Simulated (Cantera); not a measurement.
Input: 1 mol SiHCl3, 2.9 mol N2, 1.5 mol NH3.

These are equilibrium values from Cantera (NASA tables, ideal gas, pure condensed phases), not measurements of a reactor. Candidate condensed phases: NH4Cl, Si, Si3N4; 28 gas species. The tables' values for SiCl3 are old estimates. The numbers say what is thermodynamically allowed, not how fast it happens.

Problem. What condenses at these points (T in °C, P in Pa): (1002, 21); (1702, 24000); (1002, 100000); (1302, 1400); (1002, 85)?

Solution. 
```tsv
T (°C)	P in Pa	condensed phases	Si condensed (%)
1002	21	Si3N4	74.9
1702	24000	gas only	0.0
1002	100000	Si3N4	77.3
1302	1400	Si3N4	40.4
1002	85	Si3N4	83.0
```
